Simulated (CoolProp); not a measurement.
Cyclohexane along the isobar 7.35 bar: density (kg/m³) from the reference equation and from simpler models built on Tc = 553.6 K, pc = 40.81 bar, ω = 0.209; each cubic takes its own stable root.

Computed with CoolProp (reference Helmholtz-energy equation of state, Zhou 2014).

| T (K) | phase | reference | van der Waals | Redlich-Kwong | Soave-Redlich-Kwong | Peng-Robinson |
|---|---|---|---|---|---|---|
| 300.9 | liquid | 771.9 | 478.1 | 707.0 | 719.8 | 810.8 |
| 329.9 | liquid | 744.1 | 462.3 | 680.5 | 695.8 | 785.2 |
| 358.9 | liquid | 715.2 | 444.9 | 651.2 | 668.9 | 756.0 |
| 387.9 | liquid | 684.7 | 22.34 | 618.3 | 638.1 | 722.4 |
| 416.9 | liquid | 651.8 | 20.20 | 580.8 | 602.4 | 683.0 |
| 445.9 | gas | 19.42 | 18.49 | 19.07 | 19.27 | 19.45 |
| 474.9 | gas | 17.61 | 17.09 | 17.46 | 17.57 | 17.72 |
| 504 | gas | 16.20 | 15.90 | 16.14 | 16.19 | 16.32 |
| 533 | gas | 15.06 | 14.88 | 15.04 | 15.06 | 15.17 |
| 562 | gas | 14.09 | 13.99 | 14.10 | 14.09 | 14.19 |
| 591 | gas | 13.27 | 13.21 | 13.28 | 13.26 | 13.35 |
| 620 | gas | 12.55 | 12.52 | 12.57 | 12.53 | 12.61 |

At some of these states van der Waals gives the other phase, because its saturation line lies elsewhere.
